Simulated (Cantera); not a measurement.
A perfectly stirred reactor is fed with CO : H2 : O2 : N2 : H2O = 1 : 0.17 : 0.532 : 2 : 0.42 (molar parts), at 0.830 bar; it is adiabatic with a 775 K inlet, and is followed from long to short residence time, starting on the burning branch (τ in s: 0.14, 0.045, 0.015, 0.0048, 0.0015, 0.0005, 0.00016, 5.4e-05, 1.7e-05, 5.7e-06).

Model: GRI-Mech 3.0 (53 species, 325 reactions), integrated in Cantera.

### Question
Predict: blow-out, bracketed by the residence times tried; x(CO) at τ = 0.140 s; x(H2) at τ = 0.140 s; x(O2) at τ = 0.140 s; x(H2O2) at τ = 0.140 s; x(H2O) at τ = 0.140 s; x(CO) at τ = 0.500 ms; x(H2) at τ = 0.500 ms; x(O2) at τ = 0.500 ms; x(H2O2) at τ = 0.500 ms; x(H2O) at τ = 0.500 ms.

### Answer
| Item | Result |
|---|---|
| blow-out, bracketed by the residence times tried | burning at 54.0 µs, out at 17.0 µs |
| x(CO) at τ = 0.140 s | 0.0560 |
| x(H2) at τ = 0.140 s | 0.00647 |
| x(O2) at τ = 0.140 s | 0.0129 |
| x(H2O2) at τ = 0.140 s | 9.24e-8 |
| x(H2O) at τ = 0.140 s | 0.150 |
| x(CO) at τ = 0.500 ms | 0.0934 |
| x(H2) at τ = 0.500 ms | 0.0142 |
| x(O2) at τ = 0.500 ms | 0.0360 |
| x(H2O2) at τ = 0.500 ms | 3.16e-7 |
| x(H2O) at τ = 0.500 ms | 0.128 |
